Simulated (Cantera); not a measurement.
A Cantera script and its output.

```python
import numpy as np
import cantera as ct

surf = ct.Interface("ptcombust.yaml", "Pt_surf")
gas = surf.adjacent["gas"]
gas.TPX = 1100, 280000, {'CH4': 0.0081, 'O2': 0.13, 'N2': 0.79, 'H2O': 0.053}
surf.TP = 1100, 280000
reactor = ct.FlowReactor(gas, clone=False)
reactor.area = 0.0001  # m2
reactor.surface_area_to_volume_ratio = 180  # 1/m
reactor.mass_flow_rate = 4 * reactor.area * gas.density  # inlet velocity 4 m/s
reactor.energy_enabled = False
wall = ct.ReactorSurface(surf, reactor, clone=False)
net = ct.ReactorNet([reactor])
net.rtol, net.atol = 1e-8, 1e-16
show, cover = ['CH4', 'O2', 'H2O', 'CO2', 'CO'], ['PT(S)', 'H(S)', 'O(S)', 'OH(S)', 'CO(S)', 'C(S)']

rows = []
print(f"{'z/m':>9s}{'u/(m/s)':>9s}" + "".join(f"{s:>13s}" for s in show + cover))
for z in [0.00049, 0.0011, 0.0023, 0.0049, 0.011, 0.023, 0.049]:
    net.advance(z)
    rows.append([reactor.speed, *gas[show].X, *surf[cover].coverages])
    print(f"{z:9.4g}{rows[-1][0]:9.3g}" + "".join(f"{x:13.4e}" for x in rows[-1][1:]))
```

Output:

```
      z/m  u/(m/s)          CH4           O2          H2O          CO2           CO        PT(S)         H(S)         O(S)        OH(S)        CO(S)         C(S)
  0.00049        4   8.2369e-03   1.3247e-01   5.4058e-02   1.6561e-05   1.8492e-06   2.2825e-01   2.1345e-06   7.6638e-01   5.3260e-03   1.0929e-05   1.1797e-07
   0.0011        4   8.2129e-03   1.3242e-01   5.4104e-02   3.7951e-05   3.3253e-06   2.2828e-01   2.1359e-06   7.6635e-01   5.3285e-03   1.1281e-05   1.1767e-07
   0.0023        4   8.1656e-03   1.3233e-01   5.4196e-02   8.1338e-05   4.7511e-06   2.2832e-01   2.1383e-06   7.6631e-01   5.3332e-03   1.1592e-05   1.1704e-07
   0.0049        4   8.0627e-03   1.3214e-01   5.4393e-02   1.7691e-04   5.4827e-06   2.2839e-01   2.1431e-06   7.6623e-01   5.3434e-03   1.1658e-05   1.1566e-07
    0.011        4   7.8229e-03   1.3168e-01   5.4849e-02   3.9857e-04   5.5066e-06   2.2853e-01   2.1542e-06   7.6607e-01   5.3666e-03   1.1378e-05   1.1240e-07
    0.023        4   7.3618e-03   1.3082e-01   5.5718e-02   8.1796e-04   5.4453e-06   2.2880e-01   2.1752e-06   7.6575e-01   5.4107e-03   1.0807e-05   1.0610e-07
    0.049        4   6.3767e-03   1.2903e-01   5.7520e-02   1.6637e-03   7.0352e-06   2.2937e-01   2.2189e-06   7.6509e-01   5.5013e-03   1.0023e-05   9.2517e-08
```

Computed with Cantera and Deutschmann's 1995 Pt surface mechanism with GRI-Mech 3.0 gas chemistry. Catalytic surfaces can have several steady states; this one follows from the mechanism file's or the stated starting coverage. Mass transfer to the wall is taken as infinitely fast.
